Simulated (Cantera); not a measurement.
Charge: 1 mol CO2, 1.3 mol H2, 42 mol N2, equilibrated at 2423 K and 710 Pa.

Equilibrium computed with Cantera from the NASA thermochemical tables; the gas is ideal and each condensed phase is pure. Candidate condensed phases: C, C6H6, C7H8, C8H18, H2O; 136 gas species. Rates play no part.

Base state: N2 0.930, H 0.0205, CO 0.0196, H2 0.00952, H2O 0.00749, O 0.00439, OH 0.00305, CO2 0.00258 (mole fractions); condensed: gas only.

### Question
What changes in the equilibrium state with this change: CO2 replaced by H2O?

### Answer
```
species   before     after
-------  -------  --------
N2         0.930     0.927
H         0.0205    0.0307
H2       0.00952    0.0213
CO        0.0196         0
H2O      0.00749    0.0125
CO2      0.00258         0
O2       0.00143  0.000794
NO       0.00179   0.00133
O        0.00439   0.00328
OH       0.00305   0.00341
```
